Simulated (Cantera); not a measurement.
**Chlorosilane synthesis and conversion: Si + Cl2 + H2**

A closed system holds: 1 mol Si, 1.7 mol Cl2, 3.6 mol H2, equilibrated at 16000 Pa.

These are equilibrium values from Cantera (NASA tables, ideal gas, pure condensed phases), not measurements of a reactor. Candidate condensed phases: Si; 19 gas species. The tables' values for SiCl3 are old estimates; treat these amounts as uncertain. The numbers say what is thermodynamically allowed, not how fast it happens.

```json
[
 {"T (K)": "523", "x H2": "0.792", "x SiCl4": "0.152", "x SiHCl3": "0.0558", "x HCl": "7.29e-6", "n Si(s)": "0.0871"},
 {"T (K)": "598", "x H2": "0.792", "x SiCl4": "0.153", "x SiHCl3": "0.0539", "x HCl": "5.88e-5", "n Si(s)": "0.0888"},
 {"T (K)": "673", "x H2": "0.793", "x SiCl4": "0.154", "x SiHCl3": "0.0521", "x HCl": "0.000296", "n Si(s)": "0.0907"},
 {"T (K)": "748", "x H2": "0.793", "x SiCl4": "0.155", "x SiHCl3": "0.0504", "x HCl": "0.00107", "n Si(s)": "0.0931"},
 {"T (K)": "823", "x H2": "0.792", "x SiCl4": "0.155", "x SiHCl3": "0.0488", "x HCl": "0.00304", "n Si(s)": "0.0967"},
 {"T (K)": "898", "x H2": "0.789", "x SiCl4": "0.155", "x SiHCl3": "0.0471", "x HCl": "0.00721", "n Si(s)": "0.102"},
 {"T (K)": "973", "x H2": "0.784", "x SiCl4": "0.153", "x SiHCl3": "0.0452", "x HCl": "0.0149", "n Si(s)": "0.111"}
]
```
x: gas mole fraction; n: condensed amount in mol.

From 523 K to 973 K the condensed part is Si(s). The main Si-bearing gas is SiCl4 throughout. The share of Si in condensed phases is highest at 973 K (11.1 %) and lowest at 523 K (8.7 %).
